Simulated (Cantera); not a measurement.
**Equilibrium for aluminium nitride and oxide growth: Al + H2O + H2 + N2**

Charge: 1 mol Al, 16 mol H2O, 2.3 mol H2, 2.6 mol N2, held at 10.0 mbar.

Equilibrium computed with Cantera from the NASA thermochemical tables; the gas is ideal and each condensed phase is pure. Candidate condensed phases: Al, AlN, Al2O3, H2O; 35 gas species. Kinetics and transport are ignored.

From 550 °C to 1900 °C the condensed part is Al2O3(s).

```tsv
T (°C)	log p H2O	log p H2	log p N2	log p H	log p OH	log p O2	n Al2O3(s)
550	-2.16	-2.74	-2.91	-12.50	<-14	<-14	0.500
700	-2.16	-2.74	-2.91	-10.34	-12.50	<-14	0.500
850	-2.16	-2.74	-2.91	-8.74	-10.45	<-14	0.500
1000	-2.16	-2.74	-2.91	-7.52	-8.87	-13.38	0.500
1150	-2.16	-2.74	-2.91	-6.55	-7.63	-11.23	0.500
1300	-2.16	-2.74	-2.91	-5.76	-6.62	-9.47	0.500
1450	-2.16	-2.74	-2.91	-5.11	-5.79	-8.02	0.500
1600	-2.16	-2.74	-2.91	-4.56	-5.09	-6.80	0.500
1750	-2.16	-2.75	-2.91	-4.10	-4.49	-5.76	0.500
1900	-2.18	-2.75	-2.91	-3.69	-3.99	-4.88	0.500
```
log p: log10 of the partial pressure in bar; n: condensed amount in mol.
